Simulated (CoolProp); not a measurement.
A simple Rankine cycle with water: condensing at 326.15 K, boiler at 0.0905 MPa, turbine inlet 375 K, turbine efficiency 0.75, pump efficiency 0.7, no recuperator. Each further row changes one setting.

Values from CoolProp's reference Helmholtz-energy equation of state, Wagner 2002.

| case | thermal efficiency (%) | net work (kJ/kg) | heat in (kJ/kg) | turbine exit temperature (K) | volume ratio over the turbine |
|---|---|---|---|---|---|
| as stated | 8.6 | 211 | 2460 | 326.1 | ___ |
| turbine inlet 395 K | 8.6 | 215 | 2500 | 326.1 | ___ |
| condensing temperature 318.15 K | ___ | 251 | ___ | 318.1 | ___ |
| boiler pressure 0.0633 MPa | 7.0 | 171 | 2460 | 326.1 | ___ |
| turbine efficiency 0.65 | ___ | ___ | 2460 | 326.1 | 5.32 |

Some entries are withheld; supply them.


- as stated, volume ratio over the turbine: 5.25
- turbine inlet 395 K, volume ratio over the turbine: 5.05
- condensing temperature 318.15 K, thermal efficiency (%): 10.1
- condensing temperature 318.15 K, heat in (kJ/kg): 2490
- condensing temperature 318.15 K, volume ratio over the turbine: 7.57
- boiler pressure 0.0633 MPa, volume ratio over the turbine: 3.73
- turbine efficiency 0.65, thermal efficiency (%): 7.4
- turbine efficiency 0.65, net work (kJ/kg): 183

The expansion ends wet for: as stated; turbine inlet 395 K; condensing temperature 318.15 K; boiler pressure 0.0633 MPa; turbine efficiency 0.65.
